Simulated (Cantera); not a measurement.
A perfectly stirred reactor is fed with 61.3 % NO, 38.7 % N₂, at 13300 Pa; it is held at 1675 K, and followed from long to short residence time.

Model: GRI-Mech 3.0 (53 species, 325 reactions), integrated in Cantera.

x: mole fraction; the columns are a selection and need not sum to one.

```
τ (s)     x NO      x O      x O₂   x N₂       x N₂O
-------  -----  -------  --------  -----  ----------
27       0.480  2.57e-5    0.0662  0.453  (withheld)
3.7      0.588  1.35e-5    0.0124  0.399    0.000123
0.51     0.610  8.82e-6   0.00170  0.388    0.000126
0.070    0.613  6.79e-6  0.000163  0.387  (withheld)
0.0095   0.613  3.61e-6   4.53e-6  0.387  (withheld)
0.0013   0.613  1.57e-6   6.43e-8  0.387  (withheld)
0.00018  0.613  4.85e-7   1.72e-9  0.387  (withheld)
```

Task: Complete the blanks.

Result: 
- 27, x N₂O: 7.99e-5
- 0.070, x N₂O: 8.81e-5
- 0.0095, x N₂O: 2.67e-5
- 0.0013, x N₂O: 4.39e-6
- 0.00018, x N₂O: 6.24e-7
